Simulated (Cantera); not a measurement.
Charge: 1 mol ZrO2, 21 mol H2, 0.74 mol N2, held at 1900 °C.

These are equilibrium values from Cantera (NASA tables, ideal gas, pure condensed phases), not measurements of a reactor. Candidate condensed phases: H2O, Zr, ZrN, ZrO2; 28 gas species. The numbers say what is thermodynamically allowed, not how fast it happens.

Task: At 10.0 Pa, list the 7 most abundant gas species with their mole fractions, and the condensed phases.

Result: H2 0.598, H 0.374, N2 0.0277, ZrO 0.000166, H2O 0.000149, ZrO2 1.35e-5, OH 1.24e-5. Condensed: ZrO2(tetragonal).
